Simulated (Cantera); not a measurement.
Charge: 1 mol CO, 6.1 mol H2, 0.63 mol N2, held at 2623 K and 1.10 mbar.

These are equilibrium values from Cantera (NASA tables, ideal gas, pure condensed phases), not measurements of a reactor. Candidate condensed phases: C, C6H6, C7H8, C8H18, H2O; 136 gas species. Equilibrium is a limit: real reactors are often held back by kinetics, nucleation or transport.

Base state: H 0.618, H2 0.237, CO 0.0894, N2 0.0563 (mole fractions); condensed: gas only.

What changes in the equilibrium state with this change: CO replaced by C6H6?


| species | before | after |
|---|---|---|
| H | 0.618 | 0.666 |
| H2 | 0.237 | 0.275 |
| N2 | 0.0563 | 0.0367 |
| CO | 0.0894 | 0 |
| C2H2 (acetylene) | <1e-9 | 0.00487 |
| C3 | <1e-9 | 0.00279 |
| C2H | <1e-9 | 0.00109 |
| C(graphite), mol | 0 | 5.50 |
